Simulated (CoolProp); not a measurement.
Sulfur hexafluoride along the isotherm -28.75 °C: density (kg/m³) from the reference equation and from simpler models built on Tc = 45.6 °C, pc = 3.755 MPa, ω = 0.210; each cubic takes its own stable root.

The numbers come from the reference Helmholtz-energy equation of state, Guder 2009 in CoolProp.

```csv
p (MPa),phase,reference,van der Waals,Redlich-Kwong,Soave-Redlich-Kwong
1.71,liquid,1746,1119,1598,1656
3.41,liquid,1758,1149,1624,1677
5.12,liquid,1769,1173,1647,1696
6.83,liquid,1780,1194,1668,1713
8.53,liquid,1789,1211,1687,1729
10.2,liquid,1799,1227,1704,1744
11.9,liquid,1808,1240,1720,1758
13.7,liquid,1817,1254,1736,1771
15.4,liquid,1825,1265,1750,1784
17.1,liquid,1833,1275,1763,1795
18.8,liquid,1840,1285,1775,1806
```
